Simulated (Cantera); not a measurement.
## Ignition delay

Mixture: CH4 : O2 : N2 = 1 : 1.82 : 6.84 (molar parts), equivalence ratio 1.1, at 100000 Pa, adiabatic and at constant pressure. Ignition delay is the time to a rise of 400 K.

Detailed kinetics in Cantera: GRI-Mech 3.0 (53 species, 325 reactions).

```json
[
 {"T0 (K)": "1298", "delay (ms)": "12.7"},
 {"T0 (K)": "1373", "delay (ms)": "4.98"},
 {"T0 (K)": "1448", "delay (ms)": "2.11"},
 {"T0 (K)": "1523", "delay (ms)": "0.970"},
 {"T0 (K)": "1598", "delay (ms)": "0.487"}
]
```

```
Property                                                Result
--------------------------------------------------  ----------
apparent activation energy between 1448 and 1598 K  190 kJ/mol
```
